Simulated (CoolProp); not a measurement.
Saturation properties of ethanol (Tc = 241.6 °C, pc = 62.68 bar, ω = 0.644).

The numbers come from the reference Helmholtz-energy equation of state, Schroeder 2014 in CoolProp.

```
T (°C)  p (bar)  liquid density (kg/m³)  vapour Z  liquid viscosity (µPa s)  vapour viscosity (µPa s)  liquid conductivity (mW/(m K))
------  -------  ----------------------  --------  ------------------------  ------------------------  ------------------------------
34.45    0.1335                   776.9    0.9919                       905                      9.06                             162
46.65    0.2499                   766.1    0.9874                       729                      9.43                             159
58.75    0.4418                   755.1    0.9814                       596                      9.80                             157
70.95    0.7490                   743.7    0.9734                       492                      10.2                             156
83.15     1.218                   731.7    0.9633                       411                      10.5                             154
95.25     1.900                   719.2    0.9509                       346                      10.9                             152
107.45    2.878                   705.7    0.9357                       294                      11.2                             150
119.55    4.215                   691.3    0.9178                       251                      11.6                             148
131.75    6.026                   675.6    0.8968                       214                      12.0                             146
143.95    8.404                   658.5    0.8725                       184                      12.3                             144
```

It boils at 78.4 °C under 1 atm.

Viscosity comes from a separate model (Kiselev 2005). Thermal conductivity comes from a separate model (Assael 2013).
